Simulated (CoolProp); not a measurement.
Values from CoolProp's reference Helmholtz-energy equation of state, Wagner 2002.

Question: For water, give the phase and the density (kg/m³), Joule-Thomson coefficient (K/MPa), isothermal compressibility (1/MPa), expansivity (1/kK) at 47.35 °C and 869 kPa; 121.75 °C and 869 kPa; 166.45 °C and 869 kPa.

Answer: 
- 47.35 °C and 869 kPa: liquid; density 990, Joule-Thomson coefficient -0.208, isothermal compressibility 0.000441, expansivity 0.439
- 121.75 °C and 869 kPa: liquid; density 942, Joule-Thomson coefficient -0.165, isothermal compressibility 0.000534, expansivity 0.866
- 166.45 °C and 869 kPa: liquid; density 901, Joule-Thomson coefficient -0.128, isothermal compressibility 0.000687, expansivity 1.13
